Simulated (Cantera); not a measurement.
Cantera run:

```python
import numpy as np
import cantera as ct

gas_names = """
    B BF BF2 BF3 BN BO BOF BOF2 BO2 B2 B2O B2O2 B2O3 B3O3F3 F FO FO2 F2 F2O N NF NF2 NF3 NO NO2 NO3 N2
    N2O O O2 O3
""".split()
cond_names = """
    B(b) B(L) BN(s) B2O3(L)
""".split()


# ... load() reads the species with a 1 bar reference pressure and builds the phases ...
atoms = {
    'B2O3': {'B': 2, 'O': 3},
    'NF3': {'N': 1, 'F': 3},
    'N2': {'N': 2},
}
top_T = {'BN(s)': 3200}  # K; cautious upper limits of use, not melting points


# ... equilibrate(T, P, feed) seeds the gas with the atoms and calls Mixture.equilibrate('TP', solver="vcs", rtol=1e-11, max_steps=5000) ...
results = []
feed = {'B2O3': 1, 'NF3': 1.8, 'N2': 0.5}  # mol
P = 580  # Pa
for T in [1075, 1175, 1275, 1375, 1475, 1575, 1675, 1775, 1875]:
    mix = equilibrate(T, P, feed)
    results.append((T, P, feed, dict(zip(mix.species_names, mix.species_moles))))
    x = sorted(zip(gas.X, gas.species_names), reverse=True)
    print(f"T = {T:g} K  P = {P:g} Pa  gas = {mix.phase_moles(0):.4g} mol")
    print("   x: " + "  ".join(f"{s} {v:.3e}" for v, s in x if v > 1e-06))
    print("   condensed (mol): " + ("  ".join(f"{mix.phase(i).name} {mix.phase_moles(i):.4g}"
          for i in range(1, mix.n_phases) if mix.phase_moles(i) > 1e-12) or "none"))
```

Result:

```
T = 1075 K  P = 580 Pa  gas = 4.562 mol
   x: BF3 3.726e-01  N2 3.068e-01  O2 2.959e-01  B3O3F3 2.056e-02  BOF 4.059e-03  NO 4.990e-05  BOF2 1.378e-05
   condensed (mol): none
T = 1175 K  P = 580 Pa  gas = 4.614 mol
   x: BF3 3.684e-01  N2 3.034e-01  O2 2.925e-01  BOF 2.079e-02  B3O3F3 1.474e-02  NO 1.178e-04  BOF2 4.229e-05
   condensed (mol): none
T = 1275 K  P = 580 Pa  gas = 4.72 mol
   x: BF3 3.601e-01  N2 2.965e-01  O2 2.859e-01  BOF 5.399e-02  B3O3F3 3.175e-03  NO 2.400e-04  BOF2 8.733e-05  B2O3 1.019e-06
   condensed (mol): none
T = 1375 K  P = 580 Pa  gas = 4.749 mol
   x: BF3 3.579e-01  N2 2.946e-01  O2 2.840e-01  BOF 6.276e-02  NO 4.466e-04  B3O3F3 1.180e-04  BOF2 1.177e-04  O 4.455e-06  BO2 1.665e-06
   condensed (mol): none
T = 1475 K  P = 580 Pa  gas = 4.75 mol
   x: BF3 3.578e-01  N2 2.944e-01  O2 2.838e-01  BOF 6.307e-02  NO 7.677e-04  BOF2 1.438e-04  O 2.008e-05  F 5.996e-06  B3O3F3 4.761e-06  BO2 2.300e-06
   condensed (mol): none
T = 1575 K  P = 580 Pa  gas = 4.75 mol
   x: BF3 3.578e-01  N2 2.941e-01  O2 2.835e-01  BOF 6.308e-02  NO 1.232e-03  BOF2 1.710e-04  O 7.485e-05  F 3.696e-05  BO2 3.033e-06
   condensed (mol): none
T = 1675 K  P = 580 Pa  gas = 4.751 mol
   x: BF3 3.576e-01  N2 2.937e-01  O2 2.830e-01  BOF 6.313e-02  NO 1.867e-03  O 2.386e-04  BOF2 1.993e-04  F 1.834e-04  BO2 3.878e-06  BF2 1.649e-06
   condensed (mol): none
T = 1775 K  P = 580 Pa  gas = 4.754 mol
   x: BF3 3.571e-01  N2 2.931e-01  O2 2.820e-01  BOF 6.336e-02  NO 2.695e-03  F 7.585e-04  O 6.676e-04  BOF2 2.285e-04  BF2 5.035e-06  BO2 4.847e-06
   condensed (mol): none
T = 1875 K  P = 580 Pa  gas = 4.763 mol
   x: BF3 3.554e-01  N2 2.921e-01  O2 2.800e-01  BOF 6.418e-02  NO 3.731e-03  F 2.677e-03  O 1.671e-03  BOF2 2.589e-04  BF2 1.368e-05  BO2 6.009e-06
   condensed (mol): none
```

Method: chemical equilibrium by Gibbs-energy minimisation in Cantera with the NASA 1993 tables (ideal gas, pure condensed phases). The tables' values for BF2 are old estimates; treat these amounts as uncertain.
